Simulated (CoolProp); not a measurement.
A Linde-Hampson liquefier for ethane: isothermal reversible compression at 320 K from 1 atm to 10 MPa, throttling to 1 atm, return gas leaving the recuperator 0 K below the feed. Each further row changes one setting.

The numbers come from the reference Helmholtz-energy equation of state, Bücker 2006 in CoolProp.

| case | liquid yield per pass | compression work (kJ/kg of gas) |
|---|---|---|
| as stated | 0.433 | 338 |
| high pressure 20 MPa | 0.465 | 366 |
| warm-end temperature 350 K | 0.288 | 395 |
| warm-end gap 5 K | 0.426 | 338 |
